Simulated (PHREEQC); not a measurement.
Brine: an equilibrium model

Consider water at 25 °C with 2.4 mol/kgw MgCl2, 0.04 mol/kgw NaHCO3 and 0.23 mol/kgw KCl. Closed to the air; pH follows from the charge balance.

Equilibrium calculation in PHREEQC: Pitzer model, pitzer.dat.

This is a speciation only: nothing precipitates in the calculation.

### Question
Estimate the pH.

### Answer
pH 6.03.

### Question
In which forms is C present?

### Answer
HCO3- 73 %, CO2 13 %, MgCO3 9.5 %, CO3-2 3.9 % of the C.

Saturation is exceeded, for instance for Magnesite (slow to form); the values hold only as long as no solid forms. Complexes and solids missing from the database can't appear. In brines, pH and single-ion activities rest on the MacInnes convention.
